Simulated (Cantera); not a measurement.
An isothermal, constant-pressure homogeneous reactor starts with NO : N₂ = 1 : 2.8 (molar parts), at 1625 K and 10.00 Torr. Integrator tolerance rtol = 1e-08.

Cantera simulation using GRI-Mech 3.0 (53 species, 325 reactions); the numbers are that mechanism's predictions, not measurements. Radical loss at walls, strong at low pressure, is not modelled.

### Question
What does this change do: temperature 1625 to 2198 K?

### Answer
| quantity | before | after |
|---|---|---|
| x(NO) at 3.00 s | 0.263 (gas-phase equilibrium 0.00179) | 0.0757 (gas-phase equilibrium 0.0100) |
| x(NO₂) at 3.00 s | 8.71e-6 (gas-phase equilibrium 6.12e-7) | 7.38e-6 (gas-phase equilibrium 1.13e-6) |
| x(N₂) at 3.00 s | 0.737 (gas-phase equilibrium 0.868) | 0.828 (gas-phase equilibrium 0.860) |
| x(O₂) at 3.00 s | 0.000106 (gas-phase equilibrium 0.131) | 0.0899 (gas-phase equilibrium 0.122) |
| x(O) at 3.00 s | 1.04e-5 (gas-phase equilibrium 6.13e-5) | 0.00679 (gas-phase equilibrium 0.00812) |
